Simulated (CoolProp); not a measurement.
Vapour-liquid equilibrium of n-octane (1) + p-xylene (2) at 0.236 bar; x and y are mole fractions of (1).

Values from CoolProp's multi-fluid Helmholtz-energy mixture model, Beckmüller 2019 and Zhou 2012; pair parameters Bell 2016.

| x | bubble temperature (°C) | y at the bubble point | dew temperature at overall composition x (°C) | liquid density (mol/L) |
|---|---|---|---|---|
| 0.05 | 89.9 | 0.091 | 90.4 | … |
| 0.2 | 86.9 | 0.301 | 88.3 | 7.087 |
| 0.35 | 84.9 | 0.458 | 86.3 | 6.788 |
| 0.5 | … | 0.591 | 84.4 | 6.510 |
| 0.65 | 82.2 | 0.714 | 82.8 | 6.250 |
| 0.8 | 81.3 | … | 81.5 | 6.008 |
| 0.95 | 80.5 | 0.958 | 80.6 | 5.783 |

Question: What belongs in the gaps?

Answer: 
- 0.05, liquid density (mol/L): 7.406
- 0.5, bubble temperature (°C): 83.4
- 0.8, y at the bubble point: 0.835

No azeotrope shows between x = 0.05 and 0.95.

Pair parameters are fitted to limited data, so mixtures are less certain than the pure fluids.
